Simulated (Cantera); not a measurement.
Feed: 1 mol FeS₂, 0.31 mol O₂, held at 450 °C and 180 Torr.

Equilibrium computed with Cantera from the NASA thermochemical tables; the gas is ideal and each condensed phase is pure. Candidate condensed phases: Fe, FeO, FeS, FeSO₄, FeS₂, Fe₂O₃, Fe₂(SO₄)₃, Fe₃O₄, S; 12 gas species. Gases not in the tables: S₃ to S₇. Rates play no part.

Base state: SO₂ 0.999, S₂ 0.000391, S₂O 0.000136 (mole fractions); condensed: FeS₂(s) + Fe₃O₄(s).

Q: What changes in the equilibrium state with this change: O₂ from 0.31 to 3.3 mol?

A: 
```csv
species,before,after
SO₂,0.999,0.998
SO₃,5.79e-9,0.00152
S₂,0.000391,<1e-9
S₂O,0.000136,<1e-9
"FeS₂(s), mol",0.884,0
"Fe₃O₄(s), mol",0.0388,0
"FeSO₄(s), mol",0,0.401
"Fe₂(SO₄)₃(s), mol",0,0.299
```
